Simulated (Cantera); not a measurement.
Input: 1 mol FeS2, 100 mol H2, at 1750 °C.

Cantera equilibrium calculation (NASA polynomials, part measured and part estimated; ideal gas, pure solids and liquids). Candidate condensed phases: Fe, FeS, FeS2, S; 8 gas species. Rates play no part.

Problem. Which condensed phases are stable at each of these points (P (Pa)): 10, 100, 1000, 10000, 100000, 1000000?

Solution. 
```json
[
 {"P (Pa)": "10", "condensed phases": "gas only", "Fe condensed (%)": "0.0"},
 {"P (Pa)": "100", "condensed phases": "gas only", "Fe condensed (%)": "0.0"},
 {"P (Pa)": "1000", "condensed phases": "gas only", "Fe condensed (%)": "0.0"},
 {"P (Pa)": "10000", "condensed phases": "Fe(l)", "Fe condensed (%)": "52.2"},
 {"P (Pa)": "100000", "condensed phases": "Fe(l)", "Fe condensed (%)": "95.3"},
 {"P (Pa)": "1000000", "condensed phases": "Fe(l)", "Fe condensed (%)": "99.5"}
]
```

From 0.0750 Torr to 7.50 Torr nothing is condensed. From 75.0 Torr to 7500 Torr the condensed part is Fe(l).
